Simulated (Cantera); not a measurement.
Standard-state values (1 bar) from the NASA 1993 polynomials, evaluated with Cantera. Values are per mole of reaction as written; species without (g) are pure solids or liquids, kept so even where they would boil at 1 bar.

a) Pb + Cl₂(g) = PbCl₂(g)
b) Fe + Cl₂(g) = FeCl₂(g)
c) 0.6667 Ti + Cl₂(g) = 0.6667 TiCl₃(g)

Order these by ΔG° at 998 K, most negative first.

c (-327 kJ), a (-196 kJ), b (-187 kJ)
